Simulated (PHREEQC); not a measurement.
PHREEQC input (ion-association model, phreeqc.dat):

```
SOLUTION 0
  temp 25
  units mmol/kgw
  pH 7 charge
  Cl 3.01
  Ca 1.5
  O(0) 1 O2(g) -0.68
SOLUTION 1-40
  temp 25
  units mmol/kgw
  pH 7 charge
  Cl 4.01
  Sr 2
  O(0) 1 O2(g) -0.68
END
EXCHANGE 1-40
  X 0.0019
  -equilibrate 1
END
SELECTED_OUTPUT 1
  -reset false
  -pH true
  -pe true
  -ionic_strength true
  -water true
  -step true
  -totals Ca Cl Sr
  -molalities SrX2 CaX2
PRINT
  -reset false
TRANSPORT
  -cells 40
  -shifts 160
  -lengths 0.0025
  -time_step 3600
  -dispersivities 0.008
  -boundary_conditions flux flux
  -correct_disp true
  -punch_cells 40
  -punch_frequency 5
END
```

Selected output (columns that matter, 12 of 33 rows; pore volumes added in front):

```
pore volumes	pH	mu	Ca	Cl	Sr	m_SrX2	m_CaX2
0	5.0321	0.00601	0	0.00401	0.002	0.00095	0
0.3875	5.0321	0.0059942	1.0308e-06	0.0039995	0.0019937	0.00094962	3.8111e-07
0.7625	5.0311	0.0055461	0.0001137	0.0037007	0.0017316	0.00090393	4.6073e-05
1.1375	5.0297	0.0049616	0.00043601	0.0033111	0.0012145	0.00074296	0.00020704
1.5125	5.0289	0.0046678	0.00077848	0.0031152	0.00077412	0.00053352	0.00041648
1.8875	5.0287	0.00456	0.0010473	0.0030433	0.00046934	0.00034771	0.00060229
2.1375	5.0286	0.0045326	0.0011784	0.0030251	0.00032915	0.00025138	0.00069862
2.5125	5.0285	0.0045167	0.0013139	0.0030145	0.00018837	0.0001481	0.0008019
2.8875	5.0285	0.004512	0.0013955	0.0030113	0.00010515	8.4053e-05	0.00086595
3.2625	5.0285	0.0045106	0.0014426	0.0030104	5.759e-05	4.6467e-05	0.00090353
3.6375	5.0285	0.0045102	0.001469	0.0030101	3.1099e-05	2.5222e-05	0.00092478
4.0125	5.0285	0.00451	0.0014834	0.00301	1.662e-05	1.3517e-05	0.00093648
```

Species that the database lacks are ignored.
